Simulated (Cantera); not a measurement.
Input: 1 mol CF₄, 0.89 mol H₂, equilibrated at 1.33 mbar.

These are equilibrium values from Cantera (NASA tables, ideal gas, pure condensed phases), not measurements of a reactor. Candidate condensed phases: C, C₆H₆, C₇H₈, C₈H₁₈; 95 gas species. Gases not in the tables: C₂F₆ and larger saturated fluorocarbons. Kinetics and transport are ignored.

x: gas mole fraction; n: condensed amount in mol.

```json
[
 {"T (K)": "1273", "x HF": "0.762", "x CF₄": "0.238", "x CF₂": "1.04e-5", "x F": "2.14e-6", "x CF₃": "2.17e-6", "n C(graphite)": "0.445"},
 {"T (K)": "1323", "x HF": "0.762", "x CF₄": "0.238", "x CF₂": "2.83e-5", "x F": "6.62e-6", "x CF₃": "4.89e-6", "n C(graphite)": "0.445"},
 {"T (K)": "1373", "x HF": "0.762", "x CF₄": "0.238", "x CF₂": "7.16e-5", "x F": "1.89e-5", "x CF₃": "1.04e-5", "n C(graphite)": "0.445"},
 {"T (K)": "1423", "x HF": "0.762", "x CF₄": "0.238", "x CF₂": "0.000170", "x F": "5.00e-5", "x CF₃": "2.09e-5", "n C(graphite)": "0.445"},
 {"T (K)": "1473", "x HF": "0.762", "x CF₄": "0.237", "x CF₂": "(withheld)", "x F": "(withheld)", "x CF₃": "(withheld)", "n C(graphite)": "0.445"},
 {"T (K)": "1523", "x HF": "0.762", "x CF₄": "0.237", "x CF₂": "0.000799", "x F": "0.000289", "x CF₃": "7.34e-5", "n C(graphite)": "0.444"},
 {"T (K)": "1573", "x HF": "0.761", "x CF₄": "0.236", "x CF₂": "0.00161", "x F": "0.000640", "x CF₃": "0.000129", "n C(graphite)": "0.443"},
 {"T (K)": "1623", "x HF": "0.760", "x CF₄": "0.235", "x CF₂": "0.00309", "x F": "0.00135", "x CF₃": "0.000219", "n C(graphite)": "0.442"},
 {"T (K)": "1673", "x HF": "0.759", "x CF₄": "0.233", "x CF₂": "(withheld)", "x F": "(withheld)", "x CF₃": "(withheld)", "n C(graphite)": "0.440"},
 {"T (K)": "1723", "x HF": "0.755", "x CF₄": "0.229", "x CF₂": "0.0101", "x F": "0.00523", "x CF₃": "0.000569", "n C(graphite)": "0.436"},
 {"T (K)": "1773", "x HF": "0.750", "x CF₄": "0.222", "x CF₂": "0.0171", "x F": "0.00969", "x CF₃": "0.000868", "n C(graphite)": "0.430"}
]
```

Problem. What belongs in the gaps?

Solution. 
- 1473, x CF₂: 0.000378
- 1473, x F: 0.000124
- 1473, x CF₃: 4.00e-5
- 1673, x CF₂: 0.00569
- 1673, x F: 0.00271
- 1673, x CF₃: 0.000360
